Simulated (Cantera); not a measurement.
## Premixed flame

A freely propagating, adiabatic, planar premixed flame of 40.3 % H2, 12.6 % O2, 47.1 % N2, unburnt at 325 K and 0.132 atm; mixture-averaged transport, grid criteria slope 0.08 and curve 0.16, no radiation.

Computed with Cantera and the H2/O2 subset of GRI-Mech 3.0, which has no nitrogen chemistry. Burning velocities carry a grid error of a few per cent, more on coarse grids.

```json
[
 {"z (mm)": "-15.4", "T (K)": "325", "u (m/s)": "2.75", "x H2": "0.403", "x O2": "0.126", "x H2O": "<1e-8", "x OH": "<1e-8", "x HO2": "<1e-8", "x O": "<1e-8"},
 {"z (mm)": "-10.3", "T (K)": "325", "u (m/s)": "2.75", "x H2": "0.403", "x O2": "0.126", "x H2O": "<1e-8", "x OH": "<1e-8", "x HO2": "<1e-8", "x O": "<1e-8"},
 {"z (mm)": "-7.70", "T (K)": "325", "u (m/s)": "2.75", "x H2": "0.403", "x O2": "0.126", "x H2O": "<1e-8", "x OH": "<1e-8", "x HO2": "<1e-8", "x O": "<1e-8"},
 {"z (mm)": "-5.13", "T (K)": "325", "u (m/s)": "2.75", "x H2": "0.403", "x O2": "0.126", "x H2O": "<1e-8", "x OH": "<1e-8", "x HO2": "<1e-8", "x O": "<1e-8"},
 {"z (mm)": "-2.57", "T (K)": "329", "u (m/s)": "2.78", "x H2": "0.402", "x O2": "0.126", "x H2O": "4.53e-5", "x OH": "4.99e-6", "x HO2": "3.49e-5", "x O": "5.07e-7"},
 {"z (mm)": "-1.28", "T (K)": "577", "u (m/s)": "4.77", "x H2": "0.370", "x O2": "0.120", "x H2O": "0.0177", "x OH": "0.000682", "x HO2": "5.63e-5", "x O": "0.000122"},
 {"z (mm)": "0", "T (K)": "1035", "u (m/s)": "8.28", "x H2": "0.240", "x O2": "0.0773", "x H2O": "0.113", "x OH": "0.00170", "x HO2": "1.47e-5", "x O": "0.00408"},
 {"z (mm)": "1.28", "T (K)": "1306", "u (m/s)": "10.4", "x H2": "0.132", "x O2": "0.0145", "x H2O": "0.232", "x OH": "0.00398", "x HO2": "2.58e-6", "x O": "0.00537"},
 {"z (mm)": "2.57", "T (K)": "1409", "u (m/s)": "11.1", "x H2": "0.120", "x O2": "0.00487", "x H2O": "0.252", "x OH": "0.00481", "x HO2": "7.98e-7", "x O": "0.00415"},
 {"z (mm)": "5.13", "T (K)": "1520", "u (m/s)": "11.9", "x H2": "0.127", "x O2": "0.00354", "x H2O": "0.256", "x OH": "0.00585", "x HO2": "5.11e-7", "x O": "0.00378"},
 {"z (mm)": "10.3", "T (K)": "1645", "u (m/s)": "12.8", "x H2": "0.135", "x O2": "0.00281", "x H2O": "0.259", "x OH": "0.00675", "x HO2": "3.62e-7", "x O": "0.00323"},
 {"z (mm)": "20.5", "T (K)": "1777", "u (m/s)": "13.6", "x H2": "0.143", "x O2": "0.00199", "x H2O": "0.264", "x OH": "0.00715", "x HO2": "2.39e-7", "x O": "0.00243"},
 {"z (mm)": "41.0", "T (K)": "1903", "u (m/s)": "14.5", "x H2": "0.150", "x O2": "0.00123", "x H2O": "0.269", "x OH": "0.00681", "x HO2": "1.48e-7", "x O": "0.00157"}
]
```
x: mole fraction of selected species; z is measured from the peak of heat release.

```yaml
laminar_burning_velocity: 275 cm/s
thermal_thickness: 5.13 mm
peak x(OH): 0.00716
peak x(HO2): 0.000129
peak x(O): 0.00610
grid_points: 145
```
